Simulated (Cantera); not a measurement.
Feed: 1 mol Fe2O3, 0.1 mol H2S, 1.4 mol O2, equilibrated at 1527 °C and 97000 Pa.

Method: chemical equilibrium by Gibbs-energy minimisation in Cantera with the NASA 1993 tables (ideal gas, pure condensed phases). Candidate condensed phases: Fe, FeO, Fe(OH)2, Fe(OH)3, FeS, FeSO4, FeS2, Fe2O3, Fe2(SO4)3, Fe3O4, H2O, H2SO4, S; 22 gas species. The numbers say what is thermodynamically allowed, not how fast it happens.

What is the equilibrium state?


```json
{
 "x(O2)": "0.876",
 "x(H2O)": "0.0615",
 "x(SO2)": "0.0613",
 "x(OH)": "0.000779",
 "x(SO3)": "0.000594",
 "x(O)": "0.000116",
 "x(H2)": "3.59e-6",
 "x(HO2)": "2.64e-6",
 "x(Fe(OH)2)": "1.74e-6",
 "n(Fe3O4(s))": "0.667 mol",
 "gas_amount": "1.617 mol",
 "log10 activity of Fe(δ) (absent)": "-5.28",
 "log10 activity of S(l) (absent)": "-9.30"
}
```
